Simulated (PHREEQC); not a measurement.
Solution (20 °C): 8 mol/kgw NaOH, 0.059 mol/kgw CaCl2 and 0.12 mol/kgw KBr. Closed to the air; pH follows from the charge balance.

The numbers come from PHREEQC with the Pitzer model, pitzer.dat.

Q: The ionic strength comes out as 8.30 mol/kgw. What activity coefficients do Ca+2, Na+, Br-, OH-, K+ get?

A: Ca+2 0.00032, Na+ 1.5, Br- 0.34, OH- 3.0, K+ 2.6. Single-ion values are on the MacInnes scale.

No solid was allowed to form. Examples of supersaturated solids here: Portlandite. Others may be too. In brines, pH and single-ion activities rest on the MacInnes convention.
